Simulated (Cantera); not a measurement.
**Premixed flame**

A freely propagating, adiabatic, planar premixed flame of CH4 : O2 : N2 = 1 : 2.06 : 7.75 (molar parts), unburnt at 698 K and 0.553 atm; mixture-averaged transport, grid criteria slope 0.08 and curve 0.16, no radiation.

Detailed kinetics in Cantera: GRI-Mech 3.0 (53 species, 325 reactions). Burning velocities carry a grid error of a few per cent, more on coarse grids.

```
z (mm)  T (K)  u (m/s)     x CH4    x O2       x O    x C2H2      x H2     x H2O
------  -----  -------  --------  ------  --------  --------  --------  --------
-1.52     698     2.01    0.0924   0.190     <1e-8     <1e-8  0.000849   2.23e-5
-1.01     699     2.02    0.0922   0.190     <1e-8   1.14e-8   0.00255  0.000204
-0.758    703     2.04    0.0916   0.189   6.06e-8   8.90e-8   0.00486  0.000947
-0.505    738     2.15    0.0886   0.186   1.00e-6   1.14e-6   0.00977   0.00581
-0.253   1040     3.07    0.0668   0.161   3.46e-5   2.26e-5    0.0194    0.0400
-0.126   1419     4.24    0.0378   0.123  0.000236   8.13e-5    0.0247    0.0810
0        1792     5.42   0.00996  0.0757   0.00136  0.000151    0.0253     0.124
0.126    1953     5.92  0.000960  0.0461   0.00417   3.54e-5    0.0202     0.145
0.253    1991     6.02   4.94e-5  0.0347   0.00615   1.61e-6    0.0167     0.150
0.505    2026     6.09   1.82e-7  0.0288   0.00678     <1e-8    0.0159     0.150
1.01     2071     6.20     <1e-8  0.0260   0.00628     <1e-8    0.0157     0.150
2.02     2132     6.36     <1e-8  0.0240   0.00522     <1e-8    0.0144     0.154
4.04     2208     6.55     <1e-8  0.0215   0.00391     <1e-8    0.0123     0.159
```
x: mole fraction of selected species; z is measured from the peak of heat release.

| Item | Value |
|---|---|
| laminar burning velocity | 201 cm/s |
| thermal thickness | 0.505 mm |
| peak x(O) | 0.00678 |
| peak x(C2H2) | 0.000154 |
| peak x(H2) | 0.0260 |
| grid points | 158 |
